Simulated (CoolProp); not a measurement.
Values from CoolProp's reference Helmholtz-energy equation of state, Colonna 2008. It is a short technical equation, of lower accuracy than the large ones.

### Question
For dodecamethylcyclohexasiloxane (D6), give the phase and the cp (kJ/(kg K)) at 566.2 K and 316 kPa; 561 K and 10.2 kPa; 358.8 K and 372 kPa.

### Answer
- 566.2 K and 316 kPa: liquid; cp 2.15
- 561 K and 10.2 kPa: gas; cp 1.86
- 358.8 K and 372 kPa: liquid; cp 1.69
